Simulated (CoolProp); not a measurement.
The numbers come from the reference Helmholtz-energy equation of state, Outcalt 1996 in CoolProp. It is a modified Benedict-Webb-Rubin equation, recast in Helmholtz form.

### Question
For R152A, give the phase and the cp (kJ/(kg K)), cv (kJ/(kg K)), speed of sound (m/s), isothermal compressibility (1/MPa) at -63.65 °C and 7.61 MPa.

### Answer
- -63.65 °C and 7.61 MPa: liquid; cp 1.53, cv 1.04, speed of sound 1120, isothermal compressibility 0.00107
